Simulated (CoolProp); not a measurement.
Computed with CoolProp (reference Helmholtz-energy equation of state, Thol 2015).

### Question
Give the vapour pressure (MPa), liquid density (kg/m³), vapour density (kg/m³) of saturated 1,2-dichloroethane at 122.55 °C.

### Answer
| T (°C) | p (MPa) | liquid density (kg/m³) | vapour density (kg/m³) |
|---|---|---|---|
| 122.55 | 0.300 | 1090 | 9.67 |
